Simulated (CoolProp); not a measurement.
Vapour-liquid equilibrium of n-hexane (1) + m-xylene (2) at 144.65 °C; x and y are mole fractions of (1).

Model: multi-fluid Helmholtz-energy mixture model, Thol 2019 and Zhou 2012; pair parameters Bell 2016, in CoolProp.

| x | bubble pressure, mixture model (kPa) | bubble pressure, Raoult's law (kPa) | y, mixture model | y, Raoult's law |
|---|---|---|---|---|
| 0.05 | 145.5 | 145.4 | 0.224 | 0.233 |
| 0.125 | 191.3 | 187.5 | ___ | 0.452 |
| 0.2 | 239.7 | 229.5 | ___ | 0.591 |
| 0.275 | ___ | 271.5 | ___ | 0.686 |
| 0.35 | 336.3 | 313.5 | 0.752 | 0.757 |
| 0.425 | 381.9 | 355.5 | ___ | 0.810 |
| 0.5 | ___ | 397.5 | 0.839 | 0.852 |
| 0.575 | ___ | 439.6 | 0.869 | 0.886 |
| 0.65 | 502.9 | 481.6 | 0.894 | 0.915 |
| 0.725 | 539.4 | 523.6 | 0.917 | 0.938 |
| 0.8 | 575.4 | 565.6 | 0.938 | 0.958 |
| 0.875 | 612.1 | 607.6 | ___ | 0.976 |
| 0.95 | 650.6 | 649.6 | 0.983 | 0.991 |

Some entries are withheld; supply them.


- 0.125, y, mixture model: 0.448
- 0.2, y, mixture model: 0.590
- 0.275, bubble pressure, mixture model (kPa): 288.6
- 0.275, y, mixture model: 0.685
- 0.425, y, mixture model: 0.801
- 0.5, bubble pressure, mixture model (kPa): 424.8
- 0.575, bubble pressure, mixture model (kPa): 464.9
- 0.875, y, mixture model: 0.960

The largest gap from Raoult's law is +7.4 % in bubble pressure, at x = 0.425. No azeotrope shows between x = 0.05 and 0.95.

The pair parameters rest on a limited set of measurements; away from them the model extrapolates.
